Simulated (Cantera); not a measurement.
A closed system holds: 1 mol SiO₂, 8.1 mol HBr, 8.6 mol N₂, equilibrated at 1602 °C.

These are equilibrium values from Cantera (NASA tables, ideal gas, pure condensed phases), not measurements of a reactor. Candidate condensed phases: Br₂, H₂O, Si, SiO₂, Si₂N₂O, Si₃N₄; 45 gas species. The tables hold silica as quartz up to 1696 K and as liquid above; real silica turns to tridymite and cristobalite and melts near 1996 K. The numbers say what is thermodynamically allowed, not how fast it happens.

### Question
At 0.280 bar, list the 5 most abundant gas species with their mole fractions, and the condensed phases.

### Answer
N₂ 0.494, HBr 0.385, Br 0.0783, H₂ 0.0387, H₂O 0.00121. Condensed: SiO₂(condensed).
